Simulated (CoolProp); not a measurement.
2000 sccm (0 °C, 1 atm) of nitrogen bubbles through liquid dimethyl carbonate at 300.3 K and leaves saturated at a total pressure of 0.15 MPa (ideal gas phase). Each further row changes one setting.

The numbers come from the reference Helmholtz-energy equation of state, Zhou 2011 in CoolProp.

| case | vapour pressure (kPa) | mole fraction of vapour | delivery (mg/min) | delivery (sccm) | change of delivery for a bath 1 K warmer (%) |
|---|---|---|---|---|---|
| as stated | 8.10 | 0.0540 | 459 | 114 | 5.5 |
| bath temperature 305.3 K | 10.4 | 0.0692 | 597 | 149 | 5.3 |
| total pressure 0.3 MPa | 8.10 | 0.0270 | 223 | 55.5 | 5.3 |
